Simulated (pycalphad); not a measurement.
CALPHAD calculation (pycalphad, COST 507 light-alloy database (1999)), 1 atm. The data set is of 1999 and partly superseded. Amounts are mole fractions of atoms.

**Question.** Give the equilibrium state of Mg-12.24Al-3.67Si (at.%) at 825 K.

**Answer.** liquid, fraction 0.745, with 15.5 Al, 0.67 Si at.%; hcp, fraction 0.160, with 4.4 Al, <0.01 Si at.%; MG2SI, fraction 0.095, with no Al, 33.3 Si at.%.

**Question.** Give the equilibrium state of Mg-12.24Al-3.67Si (at.%) at 975 K.

**Answer.** liquid, fraction 0.984, with 12.4 Al, 3.2 Si at.%; MG2SI, fraction 0.016, with no Al, 33.3 Si at.%.

Database names, with the compositions (at.%) that they take in these runs: MG2SI: Mg 67 Si 33. An entry "none" or "no" means that the model of the phase leaves that element out.
